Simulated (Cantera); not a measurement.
What does this Cantera script print?

```python
import numpy as np
import cantera as ct

gas = ct.Solution("gri30.yaml")
gas.TPX = 775, 240000, {'CO': 1, 'H2': 1.3, 'CH4': 0.29, 'O2': 1.92, 'N2': 7.23, 'H2O': 2.5}
inlet = ct.Reservoir(gas, clone=True)
gas.equilibrate("HP")  # start burning
reactor = ct.IdealGasConstPressureReactor(gas, energy="on", clone=False)
exhaust = ct.Reservoir(gas, clone=True)
tau = [0.067, 0.024, 0.009, 0.0033, 0.0012, 0.00044, 0.00016, 5.9e-05, 2.2e-05][0]
for a, b in ((inlet, reactor), (reactor, exhaust)):
    ct.MassFlowController(a, b, mdot=lambda t: reactor.mass / tau)
net = ct.ReactorNet([reactor])
show = ['CO', 'H2', 'CH4', 'CH2O', 'CO2']

rows = []
print(f"{'tau/s':>10s}{'T/K':>9s}" + "".join(f"{s:>11s}" for s in show))
for tau in [0.067, 0.024, 0.009, 0.0033, 0.0012, 0.00044, 0.00016, 5.9e-05, 2.2e-05]:
    net.initial_time = 0.0
    net.advance(30 * tau)
    before = gas.X
    net.advance(40 * tau)
    drift = np.max(np.abs(gas.X - before) / (gas.X + 1e-9))
    rows.append([gas.T, *gas[show].X, drift])
    print(f"{tau:10.3e}{gas.T:9.1f}" + "".join(f"{x:11.3e}" for x in gas[show].X))
```

Output:

```
     tau/s      T/K         CO         H2        CH4       CH2O        CO2
 6.700e-02   2256.2  4.559e-03  2.904e-03  5.233e-07  8.664e-08  9.346e-02
 2.400e-02   2252.5  4.952e-03  3.137e-03  1.365e-06  2.290e-07  9.303e-02
 9.000e-03   2241.8  5.847e-03  3.683e-03  3.227e-06  5.480e-07  9.204e-02
 3.300e-03   2217.7  7.704e-03  4.852e-03  7.142e-06  1.221e-06  8.998e-02
 1.200e-03   2174.6  1.085e-02  6.921e-03  1.485e-05  2.487e-06  8.647e-02
 4.400e-04   2109.5  1.530e-02  9.942e-03  3.043e-05  4.772e-06  8.148e-02
 1.600e-04   2018.7  2.123e-02  1.381e-02  6.634e-05  9.202e-06  7.479e-02
 5.900e-05   1900.1  2.951e-02  1.796e-02  1.627e-04  1.881e-05  6.548e-02
 2.200e-05   1740.0  4.439e-02  2.201e-02  5.322e-04  4.663e-05  4.902e-02
```

Computed with Cantera and GRI-Mech 3.0 (53 species, 325 reactions).
